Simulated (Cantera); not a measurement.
Feed: 1 mol SiO₂, 130 mol H₂, 1 mol H₂O, equilibrated at 1773 K and 3.00 bar.

Cantera equilibrium calculation (NASA polynomials, part measured and part estimated; ideal gas, pure solids and liquids). Candidate condensed phases: H₂O, Si, SiO₂; 18 gas species. The tables hold silica as quartz up to 1696 K and as liquid above; real silica turns to tridymite and cristobalite and melts near 1996 K. Gases not in the tables: Si(OH)₄. Kinetics and transport are ignored.

Base state: H₂ 0.992, H₂O 0.00769, H 0.000164, SiO 5.53e-5 (mole fractions); condensed: SiO₂(condensed).

Q: What changes in the equilibrium state with this change: temperature from 1773 K to 2073 K?

A: 
```tsv
species	before	after
H₂	0.992	0.980
H₂O	0.00769	0.0130
SiO	5.53e-5	0.00542
H	0.000164	0.00150
SiO₂(condensed), mol	0.993	0
SiO₂(l), mol	0	0.285
```
